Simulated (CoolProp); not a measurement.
Properties of 1-butene along the isobar 22.4 MPa.

The numbers come from the reference Helmholtz-energy equation of state, Lemmon 2005 in CoolProp. It is a short technical equation, of lower accuracy than the large ones.

| T (K) | phase | Z | cp (kJ/(kg K)) | cv (kJ/(kg K)) | expansivity (1/kK) | fugacity coefficient |
|---|---|---|---|---|---|---|
| 147.5 | liquid | 1.343 | 1.884 | 1.292 | 1.295 | 1.505e-6 |
| 156.6 | liquid | 1.280 | 1.888 | 1.295 | 1.296 | 5.226e-6 |
| 165.6 | liquid | 1.224 | 1.894 | 1.301 | 1.298 | 1.535e-5 |
| 174.7 | liquid | 1.174 | 1.903 | 1.310 | 1.302 | 4.011e-5 |
| 183.8 | liquid | 1.130 | 1.915 | 1.321 | 1.308 | 9.391e-5 |
| 192.8 | liquid | 1.090 | 1.928 | 1.334 | 1.316 | 0.0001987 |
| 201.9 | liquid | 1.053 | 1.943 | 1.349 | 1.325 | 0.0003916 |
| 210.9 | liquid | 1.020 | 1.960 | 1.366 | 1.336 | 0.0007160 |
| 220 | liquid | 0.9901 | 1.979 | 1.384 | 1.349 | 0.001242 |
